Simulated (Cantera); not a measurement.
## Hydrocarbon pyrolysis for carbon deposition

A perfectly stirred reactor is fed with 3.12 % C₂H₆, 96.9 % N₂, at 27.0 Torr; it is held at 1050 K, and followed from long to short residence time.

Detailed kinetics in Cantera: GRI-Mech 3.0 (53 species, 325 reactions). GRI-Mech 3.0 stops at C3 and has no aromatics, soot or wall deposition, so with more carbon than oxygen in the feed, carbon stays in small species such as C2H2 where larger ones or solid carbon would form. Radical loss at walls, strong at low pressure, is not modelled.

```csv
τ (s),x C₂H₆,x HCN,x CH₂,x H,x CH₄
6.5,0.00889,1.04e-12,1.53e-11,5.34e-7,0.00199
1.9,0.0193,<1e-12,2.37e-11,4.38e-7,0.000852
0.57,0.0271,<1e-12,2.57e-11,3.55e-7,0.000245
0.17,0.0301,<1e-12,1.92e-11,2.89e-7,5.76e-5
0.049,0.0310,<1e-12,6.35e-12,1.76e-7,8.79e-6
0.015,0.0312,<1e-12,<1e-12,5.71e-8,1.19e-6
0.0043,0.0312,<1e-12,<1e-12,8.86e-9,1.57e-7
0.0013,0.0312,<1e-12,<1e-12,1.01e-9,1.80e-8
```
x: mole fraction; the columns are a selection and need not sum to one.
